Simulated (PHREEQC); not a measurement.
A made-up water analysis in mmol/kgw, 30 °C, pH 6.33, pe 9.4:

```tsv
constituent	mmol/kgw
Na	0.00207
K	0.00335
Ca	0.0013
Mg	0.000389
Cl	0.00146
S(6)	0.000259
Alkalinity (meq/kgw)	0.0067
Cd	3.75e-05
```

Valence states are taken as typed.

Model: ion-association model, phreeqc.dat, run in PHREEQC.

No solid was allowed to form.

**Question.** What charge-balance error does the model give?

**Answer.** charge-balance error 1.1 %.

**Question.** In which forms is C present?

**Answer.** HCO3- 50 %, CO2 50 % of the C.

Complexes and solids missing from the database can't appear.
